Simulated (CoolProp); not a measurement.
Saturation properties of R365MFC (Tc = 186.9 °C, pc = 3.266 MPa, ω = 0.377).

Model: reference Helmholtz-energy equation of state, Lemmon 2016, in CoolProp.

```
T (°C)  p (MPa)  vapour density (kg/m³)  enthalpy of vaporisation (kJ/kg)  liquid cp (kJ/(kg K))  surface tension (mN/m)
------  -------  ----------------------  --------------------------------  ---------------------  ----------------------
35.85   0.08645                   5.195                             190.3                  1.399                     ___
53.85    0.1616                   9.401                             181.4                  1.438                    11.9
71.85    0.2801                   15.95                             171.6                  1.483                    9.98
89.85       ___                   25.76                               ___                  1.535                    8.12
107.85   0.7063                   40.14                             148.5                  1.599                     ___
125.85    1.049                   61.18                             134.6                  1.684                     ___
143.85    1.506                   92.73                               ___                  1.816                    3.03
161.85    2.107                   143.7                             95.44                  2.086                    1.57
179.85    2.893                   248.0                             59.10                  3.516                   0.337
```

Problem. What belongs in the gaps?

Solution. 
- 35.85, surface tension (mN/m): 13.9
- 89.85, p (MPa): 0.4563
- 89.85, enthalpy of vaporisation (kJ/kg): 160.7
- 107.85, surface tension (mN/m): 6.33
- 125.85, surface tension (mN/m): 4.63
- 143.85, enthalpy of vaporisation (kJ/kg): 117.7

It boils at 40.2 °C under 1 atm.

Surface tension comes from a separate correlation (Mulero 2012).
